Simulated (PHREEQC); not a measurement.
Make-up at 20 °C: 2.6 mol/kgw LiCl, 0.038 mol/kgw Na2SO4 and 0.16 mol/kgw KBr. Closed to the air; pH follows from the charge balance.

Computed with PHREEQC (Pitzer model, pitzer.dat).

```csv
quantity,before,after
HSO4- (mol/kgw),6.69e-8,1.01e-7
SI of Arcanite (K2SO4),-2.74,-2.65
SI of Mirabilite (Na2SO4:10H2O),-4.23,-4.84
```

What was changed between the two runs?
(A) diluted 2-fold with water
(B) LiCl replaced by MgCl2 at the same molality
(C) LiCl from 2.6 to 5.2 mol/kgw
(D) LiCl left out

C, LiCl from 2.6 to 5.2 mol/kgw

This is a speciation only: nothing precipitates in the calculation.
